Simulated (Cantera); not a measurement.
An isothermal, constant-pressure homogeneous reactor starts with NO : N₂ = 1 : 0.21 (molar parts), at 1950 K and 20.0 Torr.

Detailed kinetics in Cantera: GRI-Mech 3.0 (53 species, 325 reactions). Radical loss at walls, strong at low pressure, is not modelled.

x: mole fraction; the columns are a selection and need not sum to one.

```
t (s)        x NO     x N₂O       x O      x O₂     x NO₂
--------  -------  --------  --------  --------  --------
2.00e-5     0.826   2.91e-7   2.92e-7  7.65e-11  1.60e-10
6.51e-5     0.826   9.48e-7   9.49e-7  8.06e-10       [?]
0.000212    0.826   3.07e-6   3.09e-6   8.54e-9       [?]
0.000690    0.826   9.89e-6   1.00e-5   9.08e-8       [?]
0.00225     0.826   3.10e-5   3.27e-5   9.87e-7       [?]
0.00731     0.826   8.96e-5  0.000108   1.22e-5       [?]
0.0238      0.825  0.000197  0.000304  0.000175       [?]
0.0775      0.823  0.000247  0.000431   0.00135       [?]
0.252       0.814  0.000239  0.000474   0.00564       [?]
0.821       0.785  0.000212  0.000586    0.0201       [?]
2.67        0.686  0.000145  0.000851    0.0694  0.000116
8.70        0.407   4.34e-5   0.00132     0.209  0.000122
28.3       0.0785   1.48e-6   0.00171     0.373       [?]
92.2       0.0115   7.89e-8   0.00177     0.406       [?]
300       0.00801   6.34e-8   0.00178     0.408       [?]
```

Some entries are withheld; supply them.


- 6.51e-5, x NO₂: 1.67e-9
- 0.000212, x NO₂: 1.75e-8
- 0.000690, x NO₂: 1.77e-7
- 0.00225, x NO₂: 1.63e-6
- 0.00731, x NO₂: 1.10e-5
- 0.0238, x NO₂: 3.33e-5
- 0.0775, x NO₂: 4.35e-5
- 0.252, x NO₂: 5.22e-5
- 0.821, x NO₂: 7.47e-5
- 28.3, x NO₂: 3.20e-5
- 92.2, x NO₂: 4.91e-6
- 300, x NO₂: 3.42e-6
